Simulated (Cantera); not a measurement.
A diamond (100) surface in a fixed gas of H2 with x(CH4) = 0.0028, x(H) = 0.00022, at 1125 K, 0.130 bar; coverages are run to steady state.

Cantera simulation using the Harris–Goodwin 1993 mechanism for the reconstructed diamond (100) surface; the numbers are that mechanism's predictions, not measurements.

θ: site fractions in the mechanism's names (c6HH fully hydrogenated, c6H* and c6*H radical sites, c6** diradical, c6HM methylated).

```
x(CH3)   growth (µm/h)  θ c6HH  θ c6H*  θ c6*H   θ c6**    θ c6HM
-------  -------------  ------  ------  ------  -------  --------
1e-06       (withheld)   0.550  0.0275   0.412   0.0101  0.000176
2.3e-06     (withheld)   0.550  0.0275   0.412   0.0100  0.000405
5.3e-06     (withheld)   0.550  0.0275   0.411   0.0100  0.000931
1.2e-05     (withheld)   0.549  0.0274   0.410  0.00996   0.00210
2.9e-05     (withheld)   0.546  0.0273   0.408  0.00981   0.00504
6.6e-05     (withheld)   0.541  0.0270   0.404  0.00951    0.0113
0.00015     (withheld)   0.529  0.0264   0.395  0.00887    0.0248
0.00035     (withheld)   0.505  0.0250   0.375  0.00761    0.0538
0.00081     (withheld)   0.459  0.0226   0.338  0.00561     0.108
```

**Question.** What belongs in the gaps?

**Answer.** 
- 1e-06, growth (µm/h): 0.0149
- 2.3e-06, growth (µm/h): 0.0341
- 5.3e-06, growth (µm/h): 0.0785
- 1.2e-05, growth (µm/h): 0.177
- 2.9e-05, growth (µm/h): 0.425
- 6.6e-05, growth (µm/h): 0.949
- 0.00015, growth (µm/h): 2.07
- 0.00035, growth (µm/h): 4.43
- 0.00081, growth (µm/h): 8.69
